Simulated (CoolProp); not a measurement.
The numbers come from the reference Helmholtz-energy equation of state, Zhou 2011 in CoolProp.

Task: For dimethyl carbonate, give the phase and the Z, cv (kJ/(kg K)), speed of sound (m/s) at 66.25 °C and 71.4 bar; 169.15 °C and 71.4 bar; 230.85 °C and 71.4 bar.

Result: 
- 66.25 °C and 71.4 bar: liquid; Z 0.224, cv 1.40, speed of sound 1070
- 169.15 °C and 71.4 bar: liquid; Z 0.201, cv 1.59, speed of sound 714
- 230.85 °C and 71.4 bar: liquid; Z 0.202, cv 1.71, speed of sound 505
